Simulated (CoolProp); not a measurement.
Properties of C3F8 (R218) along the isotherm -7.25 °C.

Computed with CoolProp (reference Helmholtz-energy equation of state, Lemmon 2006). It is a short technical equation, of lower accuracy than the large ones.

```tsv
p (MPa)	phase	cp (kJ/(kg K))	expansivity (1/kK)
0.0417	gas	___	3.949
0.063	gas	___	4.054
0.095	gas	0.7511	4.222
0.143	gas	0.7615	4.503
0.216	gas	0.7801	5.012
0.492	liquid	1.049	3.070
0.742	liquid	___	3.039
1.12	liquid	1.045	2.994
1.69	liquid	1.041	___
2.55	liquid	1.036	2.842
3.84	liquid	___	2.724
5.8	liquid	1.020	___
8.75	liquid	1.010	___
13.2	liquid	0.9978	___
```

Task: Complete the blanks.

Result: 
- 0.0417, cp (kJ/(kg K)): 0.7411
- 0.063, cp (kJ/(kg K)): 0.7449
- 0.742, cp (kJ/(kg K)): 1.047
- 1.69, expansivity (1/kK): 2.930
- 3.84, cp (kJ/(kg K)): 1.029
- 5.8, expansivity (1/kK): 2.572
- 8.75, expansivity (1/kK): 2.388
- 13.2, expansivity (1/kK): 2.176
